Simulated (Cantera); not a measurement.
**Premixed flame**

A freely propagating, adiabatic, planar premixed flame of 15.3 % CO, 15.1 % H2, 14.6 % O2, 55.0 % N2, equivalence ratio 1.0, unburnt at 500 K and 0.540 bar; mixture-averaged transport, grid criteria slope 0.08 and curve 0.16, no radiation.

Model: GRI-Mech 3.0 (53 species, 325 reactions), integrated in Cantera. Burning velocities carry a grid error of a few per cent, more on coarse grids.

| z (mm) | T (K) | u (m/s) | x CO | x H2 | x O2 | x H2O | x OH | x H |
|---|---|---|---|---|---|---|---|---|
| -3.58 | 500 | 3.10 | 0.153 | 0.151 | 0.146 | <1e-8 | <1e-8 | <1e-8 |
| -2.38 | 500 | 3.10 | 0.153 | 0.151 | 0.146 | <1e-8 | <1e-8 | <1e-8 |
| -1.79 | 500 | 3.10 | 0.153 | 0.151 | 0.146 | <1e-8 | <1e-8 | <1e-8 |
| -1.19 | 500 | 3.10 | 0.153 | 0.151 | 0.146 | 5.54e-8 | <1e-8 | <1e-8 |
| -0.596 | 504 | 3.12 | 0.153 | 0.148 | 0.147 | 9.81e-5 | 1.95e-6 | 7.39e-6 |
| -0.298 | 675 | 4.11 | 0.152 | 0.127 | 0.143 | 0.00997 | 0.000475 | 0.00204 |
| 0 | 1135 | 6.73 | 0.139 | 0.0627 | 0.108 | 0.0665 | 0.00239 | 0.0213 |
| 0.298 | 1461 | 8.54 | 0.107 | 0.0218 | 0.0608 | 0.115 | 0.00679 | 0.0356 |
| 0.596 | 1624 | 9.37 | 0.0844 | 0.0189 | 0.0456 | 0.120 | 0.00935 | 0.0356 |
| 1.19 | 1790 | 10.2 | 0.0685 | 0.0199 | 0.0372 | 0.122 | 0.0117 | 0.0296 |
| 2.38 | 1946 | 11.0 | 0.0647 | 0.0183 | 0.0330 | 0.130 | 0.0129 | 0.0203 |
| 4.77 | 2094 | 11.7 | 0.0610 | 0.0156 | 0.0289 | 0.139 | 0.0131 | 0.0126 |
| 9.54 | 2227 | 12.3 | 0.0550 | 0.0127 | 0.0244 | 0.147 | 0.0124 | 0.00739 |
x: mole fraction of selected species; z is measured from the peak of heat release.

```
Item                        Result
------------------------  --------
laminar burning velocity  310 cm/s
thermal thickness          1.19 mm
peak x(OH)                  0.0132
peak x(H)                   0.0363
grid points                    152
```
